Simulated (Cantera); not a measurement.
**Thermodynamics of abatement and gas-phase synthesis, feed PH3 + H2 + O2**

Input: 1 mol PH3, 0.24 mol H2, 0.39 mol O2, at 0.460 bar.

Equilibrium computed with Cantera from the NASA thermochemical tables; the gas is ideal and each condensed phase is pure. Candidate condensed phases: H2O, P, P4O10; 17 gas species. Gases not in the tables: HPO2, HPO3 and P4O6. The numbers say what is thermodynamically allowed, not how fast it happens.

From 1823 K to 2523 K nothing is condensed.

| T (K) | x H2 | x H2O | x PO | x P2 | x PO2 | x H |
|---|---|---|---|---|---|---|
| 1823 | 0.531 | 0.212 | 0.0513 | 0.169 | 0.0351 | 0.000466 |
| 1923 | 0.549 | 0.186 | 0.0703 | 0.157 | 0.0366 | 0.00103 |
| 2023 | 0.563 | 0.162 | 0.0909 | 0.145 | 0.0364 | 0.00210 |
| 2123 | 0.576 | 0.140 | 0.112 | 0.132 | 0.0348 | 0.00401 |
| 2223 | 0.585 | 0.120 | 0.133 | 0.121 | 0.0322 | 0.00722 |
| 2323 | 0.591 | 0.103 | 0.152 | 0.109 | 0.0291 | 0.0123 |
| 2423 | 0.593 | 0.0880 | 0.170 | 0.0992 | 0.0258 | 0.0201 |
| 2523 | 0.591 | 0.0747 | 0.185 | 0.0896 | 0.0226 | 0.0315 |
x: gas mole fraction; nothing condenses.
